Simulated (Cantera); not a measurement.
Mixture: H2 : O2 : N2 = 1 : 0.685 : 2.58 (molar parts), equivalence ratio 0.73, at 100000 Pa, adiabatic and at constant pressure. Ignition delay is the time to a rise of 400 K.

Computed with Cantera and GRI-Mech 3.0 (53 species, 325 reactions). Where the delays flatten at high temperature, the 400 K rule measures the pace of heat release, not the induction time.

### Question
What does this change do: H2 1 to 2 parts?

### Answer
```
quantity          before    after
---------------  -------  -------
delay at 1098 K  91.3 µs  96.2 µs
delay at 1248 K  38.6 µs  38.6 µs
delay at 1398 K  24.0 µs  22.5 µs
delay at 1548 K  19.3 µs  16.8 µs
delay at 1698 K  18.7 µs  15.2 µs
```

### Question
What does this change do: constant volume in place of constant pressure?

### Answer
```
quantity          before    after
---------------  -------  -------
delay at 1098 K  91.3 µs  87.7 µs
delay at 1248 K  38.6 µs  35.8 µs
delay at 1398 K  24.0 µs  20.9 µs
delay at 1548 K  19.3 µs  15.5 µs
delay at 1698 K  18.7 µs  13.9 µs
```
